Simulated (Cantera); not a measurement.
## Thermodynamics of silicon nitride deposition, feed SiH4 + N2 + H2

A closed system holds: 1 mol SiH4, 0.4 mol N2, 0.5 mol H2.

Cantera equilibrium calculation (NASA polynomials, part measured and part estimated; ideal gas, pure solids and liquids). Candidate condensed phases: Si, Si3N4; 18 gas species. N2 is the only nitrogen source here; it is nearly inert below about 1500 K, so the nitride shown seldom forms there in practice. Mutual solubility and eutectic melting of coexisting phases are not modelled. Rates play no part.

Stable condensed phases:

```
T in K \ P in Pa
              5     17     59    210    710   2400   8400  29000 100000
   1723       A      A      A      A      A      B      B      B      B
   1673       A      A      A      A      A      B      B      B      B
   1623       A      A      A      A      B      B      B      B      B
   1573       A      A      A      B      B      B      B      B      B
   1523       A      A      B      B      B      B      B      B      B
   1473       A      A      B      B      B      B      B      B      B
   1423       A      B      B      B      B      B      B      B      B
   1373       B      B      B      B      B      B      B      B      B
   1323       B      B      B      B      B      B      B      B      B
```

A: Si; B: Si + Si3N4.
